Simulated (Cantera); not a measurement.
Cantera run, input and output.

```python
import numpy as np
import cantera as ct

surf = ct.Interface("diamond.yaml", "diamond_100")
gas, bulk = surf.adjacent["gas"], surf.adjacent["diamond"]
k = surf.kinetics_species_index(bulk.species_names[0])
cover = ["c6HH", "c6H*", "c6*H", "c6**", "c6HM", "c6B"]

rows, drift = [], 0.0
print(f"{'P':>10s}{'um/h':>11s}" + "".join(f"{s:>11s}" for s in cover))
for v in [1400, 2200, 3500, 5500, 8700, 14000, 22000, 34000]:
    T, P, xH, xCH3 = 1175, v, 0.0086, 7.9e-05
    gas.TPX = T, P, {"H": xH, "CH3": xCH3, "CH4": 0.0051, "H2": 1 - xH - xCH3 - 0.0051}
    surf.TP = bulk.TP = T, P
    surf.coverages = "c6H*:0.1, c6HH:0.9"
    surf.advance_coverages(100.0)
    before = surf.coverages
    surf.advance_coverages(100.0)
    drift = max(drift, np.max(np.abs(surf.coverages - before) / (surf.coverages + 1e-9)))
    rate = surf.net_production_rates[k] * bulk.mean_molecular_weight / bulk.density * 3.6e9
    rows.append([rate, *surf[cover].coverages])
    print(f"{v:10.4g}{rate:11.4e}" + "".join(f"{x:11.3e}" for x in rows[-1][1:]))
```

It prints:

```
         P       um/h       c6HH       c6H*       c6*H       c6**       c6HM        c6B
      1400 3.0336e-01  4.564e-01  3.570e-02  4.800e-01  2.677e-02  5.783e-04  8.232e-10
      2200 6.2114e-01  4.563e-01  3.570e-02  4.798e-01  2.677e-02  8.050e-04  1.686e-09
      3500 1.2670e+00  4.561e-01  3.571e-02  4.796e-01  2.676e-02  1.080e-03  3.438e-09
      5500 2.4491e+00  4.559e-01  3.573e-02  4.793e-01  2.676e-02  1.368e-03  6.646e-09
      8700 4.5873e+00  4.557e-01  3.577e-02  4.790e-01  2.676e-02  1.651e-03  1.245e-08
   1.4e+04 8.4254e+00  4.555e-01  3.585e-02  4.787e-01  2.677e-02  1.909e-03  2.286e-08
   2.2e+04 1.4493e+01  4.554e-01  3.599e-02  4.784e-01  2.679e-02  2.105e-03  3.933e-08
   3.4e+04 2.3823e+01  4.552e-01  3.620e-02  4.780e-01  2.684e-02  2.250e-03  6.465e-08
```

Computed with Cantera and the Harris–Goodwin 1993 mechanism for the reconstructed diamond (100) surface.
